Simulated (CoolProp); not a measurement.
o-xylene along the isotherm 620 K: fugacity coefficient from the reference equation and from simpler models built on Tc = 630.3 K, pc = 3.737 MPa, ω = 0.312; each cubic takes its own stable root.

Computed with CoolProp (reference Helmholtz-energy equation of state, Zhou 2012).

```json
[
 {"p (MPa)": "1.87", "phase": "gas", "reference": "0.8093"},
 {"p (MPa)": "3.74", "phase": "liquid", "reference": "0.5973"},
 {"p (MPa)": "5.61", "phase": "liquid", "reference": "0.4309"},
 {"p (MPa)": "7.47", "phase": "liquid", "reference": "0.3481"},
 {"p (MPa)": "9.34", "phase": "liquid", "reference": "0.2987"},
 {"p (MPa)": "11.2", "phase": "liquid", "reference": "0.2666"},
 {"p (MPa)": "13.1", "phase": "liquid", "reference": "0.2440"},
 {"p (MPa)": "14.9", "phase": "liquid", "reference": "0.2285"},
 {"p (MPa)": "16.8", "phase": "liquid", "reference": "0.2164"},
 {"p (MPa)": "18.7", "phase": "liquid", "reference": "0.2073"}
]
```

Problem. How far does each simpler model (van der Waals, Redlich-Kwong, Soave-Redlich-Kwong, Peng-Robinson) lie from the reference over these 10 states: mean and median of the absolute difference, and the worst?

Solution. 
- van der Waals: mean 27.2 %, median 27.9 %, worst +46.3 % at 620 K and 18.7 MPa
- Redlich-Kwong: mean 11.0 %, median 11.9 %, worst +16.6 % at 620 K and 18.7 MPa
- Soave-Redlich-Kwong: mean 9.4 %, median 10.0 %, worst +14.5 % at 620 K and 18.7 MPa
- Peng-Robinson: mean 2.4 %, median 2.9 %, worst +3.4 % at 620 K and 18.7 MPa
